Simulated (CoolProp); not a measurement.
A simple Rankine cycle with R236EA: condensing at 319.15 K, boiler at 1.97 MPa, turbine inlet 411 K, turbine efficiency 0.65, pump efficiency 0.7, no recuperator. Each further row changes one setting.

Computed with CoolProp (reference Helmholtz-energy equation of state, Rui 2013).

| case | thermal efficiency (%) | net work (kJ/kg) | heat in (kJ/kg) | turbine exit temperature (K) | volume ratio over the turbine |
|---|---|---|---|---|---|
| as stated | 7.9 | (withheld) | 216 | 375.5 | (withheld) |
| condensing temperature 311.15 K | 8.9 | (withheld) | 226 | 371.4 | 7.03 |
| boiler pressure 1.38 MPa | 6.4 | 14.4 | 224 | (withheld) | 3.59 |
| turbine efficiency 0.55 | 6.6 | (withheld) | 216 | (withheld) | 5.55 |

What belongs in the gaps?


- as stated, net work (kJ/kg): 17.1
- as stated, volume ratio over the turbine: 5.50
- condensing temperature 311.15 K, net work (kJ/kg): 20.0
- boiler pressure 1.38 MPa, turbine exit temperature (K): 386.2
- turbine efficiency 0.55, net work (kJ/kg): 14.2
- turbine efficiency 0.55, turbine exit temperature (K): 378.4
